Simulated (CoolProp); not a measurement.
Water along the isotherm 455.5 K: Z from the reference equation and from simpler models built on Tc = 647.1 K, pc = 22.06 MPa, ω = 0.344; each cubic takes its own stable root.

Values from CoolProp's reference Helmholtz-energy equation of state, Wagner 2002.

| p (MPa) | phase | reference | van der Waals | Peng-Robinson |
|---|---|---|---|---|
| 0.735 | gas | 0.9517 | 0.9771 | 0.9626 |
| 1.47 | liquid | 0.007903 | 0.9531 | 0.009601 |
| 2.21 | liquid | 0.01188 | 0.9276 | 0.01443 |
| 2.94 | liquid | 0.01579 | 0.9011 | 0.01918 |
| 3.68 | liquid | 0.01975 | 0.8724 | … |
| 4.41 | liquid | 0.02366 | 0.8419 | … |
| 5.15 | liquid | 0.02761 | 0.05822 | 0.03356 |
| 5.88 | liquid | 0.03151 | 0.06637 | 0.03830 |
| 6.62 | liquid | 0.03545 | 0.07460 | 0.04310 |
| 7.35 | liquid | 0.03934 | … | 0.04783 |
| 8.09 | liquid | 0.04328 | 0.09089 | 0.05263 |
| 8.83 | liquid | 0.04721 | … | … |
| 9.56 | liquid | 0.05109 | … | 0.06214 |
| 10.3 | liquid | 0.05501 | 0.1152 | … |
| 11 | liquid | 0.05872 | 0.1229 | 0.07144 |

Question: Some entries are withheld; supply them.

Answer: 
- 3.68, Peng-Robinson: 0.02400
- 4.41, Peng-Robinson: 0.02875
- 7.35, van der Waals: 0.08270
- 8.83, van der Waals: 0.09906
- 8.83, Peng-Robinson: 0.05742
- 9.56, van der Waals: 0.1071
- 10.3, Peng-Robinson: 0.06692

At some of these states van der Waals gives the other phase, because its saturation line lies elsewhere.
